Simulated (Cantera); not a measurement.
What does this Cantera script print?

```python
import numpy as np
import cantera as ct

gas_names = """
    N N2 Zr ZrN
""".split()
cond_names = """
    Zr(a) Zr(b) Zr(L) ZrN(s) ZrN(L)
""".split()


# ... load() reads the species with a 1 bar reference pressure and builds the phases ...
atoms = {
    'Zr': {'Zr': 1},
    'N2': {'N': 2},
}
top_T = {}  # K; cautious upper limits of use, not melting points


# ... equilibrate(T, P, feed) seeds the gas with the atoms and calls Mixture.equilibrate('TP', solver="vcs", rtol=1e-11, max_steps=5000) ...
results = []
feed = {'Zr': 1, 'N2': 2.8}  # mol
T = 1550  # K
P = 0.14  # Pa
mix = equilibrate(T, P, feed)
results.append((T, P, feed, dict(zip(mix.species_names, mix.species_moles))))
print(gas.report(threshold=0.0001))
for i in range(1, mix.n_phases):
    print(f"{mix.phase(i).name:16s} {mix.phase_moles(i):12.5e} mol")
```

Result:

```
       temperature   1550 K
          pressure   0.14 Pa
           density   3.0432e-07 kg/m^3
  mean mol. weight   28.014 kg/kmol
   phase of matter   gas

                          1 kg             1 kmol
                     ---------------   ---------------
          enthalpy        1.4318e+06        4.0111e+07  J
   internal energy        9.7179e+05        2.7224e+07  J
           entropy             12675        3.5507e+05  J/K
    Gibbs function       -1.8214e+07       -5.1025e+08  J
 heat capacity c_p            1246.6             34923  J/K
 heat capacity c_v            949.85             26609  J/K

                      mass frac. Y      mole frac. X     chem. pot. / RT
                     ---------------   ---------------   ---------------
                N2                 1                 1           -39.593
     [   +3 minor]        9.2843e-11        1.7836e-10

Zr(b)             0.00000e+00 mol
ZrN(s)            1.00000e+00 mol
```

Equilibrium computed with Cantera from the NASA thermochemical tables; the gas is ideal and each condensed phase is pure. ZrN: taken at fixed stoichiometry.
